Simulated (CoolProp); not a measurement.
Vapour-liquid equilibrium of CF4 (R14) (1) + CHF3 (R23) (2) at 194 kPa; x and y are mole fractions of (1).

Values from CoolProp's multi-fluid Helmholtz-energy mixture model, Platzer 1990 and Penoncello 2003; pair parameters Bell 2016. This equation is an older, rougher fit; its heat capacities, sound speeds and derivatives of the liquid may be far off and weren't checked against measurements.

**Question.** Give the bubble temperature and the first vapour's composition at x = 0.05, 0.5, 0.8. Is there an azeotrope?

**Answer.** x = 0.05: -89.4 °C, y = 0.669; x = 0.5: -115.3 °C, y = 0.960; x = 0.8: -116.2 °C, y = 0.967. No azeotrope shows between x = 0.05 and 0.95.

Pair parameters are fitted to limited data, so mixtures are less certain than the pure fluids. With so large a gap from Raoult's law the liquid may split in two, which this calculation doesn't test in full.
